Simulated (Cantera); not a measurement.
What does this Cantera script print?

```python
import numpy as np
import cantera as ct

surf = ct.Interface("ptcombust.yaml", "Pt_surf")
gas = surf.adjacent["gas"]
gas.TPX = 300, 4500, {'H2': 0.011, 'O2': 0.076, 'N2': 0.79}
jet = ct.ImpingingJet(gas=gas, width=0.077, surface=surf)
jet.inlet.mdot, jet.inlet.T, jet.inlet.X = 0.047, 300, {'H2': 0.011, 'O2': 0.076, 'N2': 0.79}
jet.set_refine_criteria(ratio=10, slope=0.2, curve=0.3)
show, cover = ['H2', 'O2', 'H2O', 'OH'], ["PT(S)", "H(S)", "O(S)", "OH(S)", "CO(S)", "C(S)"]

rows = []
print(f"{'Ts/K':>7s}" + "".join(f"{s:>11s}" for s in show + cover) + "   (gas at the wall, coverages)")
for i, Ts in enumerate([600, 650, 700, 750, 800, 850, 900]):
    jet.surface.T = Ts
    if i == 0:
        surf.TP = Ts, 4500
        surf.coverages = "PT(S):0.5, O(S):0.5"
        surf.advance_coverages(1.0)
        jet.set_initial_guess(products="inlet")
    jet.solve(loglevel=0, auto=(i == 0))
    rows.append([*(jet.X[gas.species_index(s), -1] for s in show), *surf[cover].coverages])
    print(f"{Ts:7g}" + "".join(f"{x:11.3e}" for x in rows[-1]))
```

It prints:

```
   Ts/K         H2         O2        H2O         OH      PT(S)       H(S)       O(S)      OH(S)      CO(S)       C(S)   (gas at the wall, coverages)
    600  2.008e-03  7.531e-02  2.055e-02  1.308e-12  4.399e-02  4.916e-10  9.533e-01  2.733e-03  7.629e-28  1.403e-34
    650  1.958e-03  7.530e-02  2.050e-02  1.670e-11  4.734e-02  8.024e-10  9.508e-01  1.855e-03  1.100e-17  6.484e-28
    700  1.719e-03  7.508e-02  2.083e-02  1.411e-10  5.745e-02  1.641e-09  9.411e-01  1.417e-03  1.647e-17  4.639e-27
    750  1.268e-03  7.462e-02  2.158e-02  8.067e-10  8.441e-02  4.506e-09  9.144e-01  1.242e-03  2.280e-19  4.025e-30
    800  8.814e-04  7.424e-02  2.221e-02  3.498e-09  1.302e-01  1.324e-08  8.686e-01  1.146e-03  5.779e-19  4.692e-28
    850  6.401e-04  7.401e-02  2.258e-02  1.253e-08  1.893e-01  3.452e-08  8.096e-01  1.043e-03  1.849e-17  2.148e-26
    900  4.937e-04  7.387e-02  2.277e-02  3.919e-08  2.560e-01  7.827e-08  7.431e-01  9.308e-04  2.353e-16  3.022e-26
```

Computed with Cantera and Deutschmann's 1995 Pt surface mechanism with GRI-Mech 3.0 gas chemistry. Catalytic surfaces can have several steady states; this one follows from the mechanism file's or the stated starting coverage.
